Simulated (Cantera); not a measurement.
Charge: 1 mol Si, 6.6 mol HF, held at 525 °C and 480 Pa.

Cantera equilibrium calculation (NASA polynomials, part measured and part estimated; ideal gas, pure solids and liquids). Candidate condensed phases: Si; 25 gas species. The numbers say what is thermodynamically allowed, not how fast it happens.

### Question
What is the equilibrium state?

### Answer
| Quantity | Result |
|---|---|
| x(HF) | 0.464 |
| x(H₂) | 0.357 |
| x(SiF₄) | 0.179 |
| gas amount | 5.600 mol |
| log10 activity of Si(s) (absent) | -23.54 |
